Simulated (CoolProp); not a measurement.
Properties of dodecamethylpentasiloxane (MD3M) along the isotherm 346.85 °C (Tc = 354.9 °C, pc = 954.0 kPa, ω = 0.730).

Values from CoolProp's reference Helmholtz-energy equation of state, Thol 2019.

```json
[
 {"p (kPa)": "1190", "phase": "liquid", "isothermal compressibility (1/MPa)": "0.1820", "fugacity coefficient": "0.5026"},
 {"p (kPa)": "2380", "phase": "liquid", "isothermal compressibility (1/MPa)": "0.05454", "fugacity coefficient": "0.3015"},
 {"p (kPa)": "3580", "phase": "liquid", "isothermal compressibility (1/MPa)": "?", "fugacity coefficient": "?"},
 {"p (kPa)": "4770", "phase": "liquid", "isothermal compressibility (1/MPa)": "?", "fugacity coefficient": "0.2101"},
 {"p (kPa)": "5960", "phase": "liquid", "isothermal compressibility (1/MPa)": "?", "fugacity coefficient": "0.1969"},
 {"p (kPa)": "7150", "phase": "liquid", "isothermal compressibility (1/MPa)": "?", "fugacity coefficient": "0.1916"},
 {"p (kPa)": "8350", "phase": "liquid", "isothermal compressibility (1/MPa)": "?", "fugacity coefficient": "?"},
 {"p (kPa)": "9540", "phase": "liquid", "isothermal compressibility (1/MPa)": "?", "fugacity coefficient": "0.1942"}
]
```

### Question
Some entries are withheld; supply them.

### Answer

- 3580, isothermal compressibility (1/MPa): 0.03315
- 3580, fugacity coefficient: 0.2378
- 4770, isothermal compressibility (1/MPa): 0.02416
- 5960, isothermal compressibility (1/MPa): 0.01912
- 7150, isothermal compressibility (1/MPa): 0.01588
- 8350, isothermal compressibility (1/MPa): 0.01359
- 8350, fugacity coefficient: 0.1912
- 9540, isothermal compressibility (1/MPa): 0.01191
